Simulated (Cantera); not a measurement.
Pb + O2 + N2 (iron carbonyl, mercury and lead vapours)

A closed system holds: 1 mol Pb, 0.99 mol O2, a varied amount of N2, equilibrated at 1100 °C and 10.0 mbar.

Cantera equilibrium calculation (NASA polynomials, part measured and part estimated; ideal gas, pure solids and liquids). Candidate condensed phases: Pb, PbO, PbO2, Pb3O4; 12 gas species. Gases not in the tables: (PbO)n polymers. Kinetics and transport are ignored.

```csv
n(N2) (mol),log p N2,log p O2,log p PbO,log p Pb,log p NO,log p O,n PbO(l)
0.11,-2.81,-2.16,-2.83,-4.46,-5.30,-7.29,0.892
0.21,-2.60,-2.23,-2.83,-4.43,-5.23,-7.32,0.873
0.39,-2.43,-2.33,-2.83,-4.38,-5.19,-7.37,0.840
0.71,-2.30,-2.46,-2.83,-4.31,-5.20,-7.44,0.781
1.3,-2.21,-2.63,-2.83,-4.22,-5.24,-7.53,0.670
2.4,-2.16,-2.84,-2.83,-4.12,-5.31,-7.63,0.460
4.5,-2.12,-3.06,-2.83,-4.01,-5.41,-7.74,0.0507
8.3,-2.07,-3.27,-3.03,-4.10,-5.49,-7.84,0
```
log p: log10 of the partial pressure in bar; n: condensed amount in mol.

From 0.11 mol N2 to 4.5 mol N2 the condensed part is PbO(l). At 8.3 mol N2 nothing is condensed. The share of Pb in condensed phases is highest at 0.11 mol N2 (89.2 %) and lowest at 8.3 mol N2 (0.0 %).
